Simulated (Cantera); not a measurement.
A Cantera script and what it prints.

```python
import numpy as np
import cantera as ct

gas_names = """
    H H2 N NH NH2 NH3 N2 N2H2 N2H4 Pb Pb2
""".split()
cond_names = """
    Pb(cr) Pb(L)
""".split()


def load(file, names, dense=False):
    # The tables refer to 1 bar. Condensed volumes are neglected.
    table = {s.name: s for s in ct.Species.list_from_file(file)}
    out = []
    for n in names:
        d = dict(table[n].input_data)
        d["thermo"] = dict(d["thermo"], **{"reference-pressure": 1e5})
        if dense:
            d["equation-of-state"] = {"model": "constant-volume", "density": "1e6 g/cm^3"}
        out.append(ct.Species.from_dict(d))
    return out


gas = ct.Solution(thermo="ideal-gas", species=load("nasa_gas.yaml", gas_names))
cond = {s.name: ct.Solution(thermo="fixed-stoichiometry", species=[s], name=s.name)
        for s in load("nasa_condensed.yaml", cond_names, dense=True)}
atoms = {
    'Pb': {'Pb': 1},
    'NH3': {'N': 1, 'H': 3},
    'N2': {'N': 2},
}
top_T = {}  # K; cautious upper limits of use, not melting points


def equilibrate(T, P, feed):
    n = {}
    for name, mol in feed.items():
        for a, k in atoms[name].items():
            n[a] = n.get(a, 0.0) + k * mol
    gas.TPX = T, P, n
    mass = sum(n.values()) * gas.mean_molecular_weight
    gas.equilibrate("TP")
    valid = [c for c in cond.values() if c.min_temp <= T <= top_T.get(c.name, c.max_temp)]
    mix = ct.Mixture([(gas, mass / gas.mean_molecular_weight)] + [(c, 0.0) for c in valid])
    mix.T, mix.P = T, P
    mix.equilibrate("TP", solver="vcs", rtol=1e-11, max_steps=5000)
    return mix


results = []
feed = {'Pb': 1, 'NH3': 2.7, 'N2': 1.3}  # mol
T = 1723  # K
for P in [10, 120, 1600, 19000, 240000, 3000000]:
    mix = equilibrate(T, P, feed)
    results.append((T, P, feed, dict(zip(mix.species_names, mix.species_moles))))
    x = sorted(zip(gas.X, gas.species_names), reverse=True)
    print(f"T = {T:g} K  P = {P:g} Pa  gas = {mix.phase_moles(0):.4g} mol")
    print("   x: " + "  ".join(f"{s} {v:.3e}" for v, s in x if v > 0.0001))
    print("   condensed (mol): " + ("  ".join(f"{mix.phase(i).name} {mix.phase_moles(i):.4g}"
          for i in range(1, mix.n_phases) if mix.phase_moles(i) > 1e-12) or "none"))
```

It prints:

```
T = 1723 K  P = 10 Pa  gas = 7.751 mol
   x: H2 5.160e-01  N2 3.419e-01  Pb 1.290e-01  H 1.310e-02
   condensed (mol): none
T = 1723 K  P = 120 Pa  gas = 7.715 mol
   x: H2 5.231e-01  N2 3.435e-01  Pb 1.296e-01  H 3.807e-03
   condensed (mol): none
T = 1723 K  P = 1600 Pa  gas = 7.704 mol
   x: H2 5.252e-01  N2 3.440e-01  Pb 1.298e-01  H 1.045e-03
   condensed (mol): none
T = 1723 K  P = 19000 Pa  gas = 7.701 mol
   x: H2 5.258e-01  N2 3.441e-01  Pb 1.298e-01  H 3.034e-04
   condensed (mol): none
T = 1723 K  P = 240000 Pa  gas = 7.175 mol
   x: H2 5.644e-01  N2 3.693e-01  Pb 6.614e-02
   condensed (mol): Pb(L) 0.5241
T = 1723 K  P = 3e+06 Pa  gas = 6.734 mol
   x: H2 6.010e-01  N2 3.934e-01  Pb 5.291e-03  NH3 3.026e-04
   condensed (mol): Pb(L) 0.9643
```

Cantera equilibrium calculation (NASA polynomials, part measured and part estimated; ideal gas, pure solids and liquids).
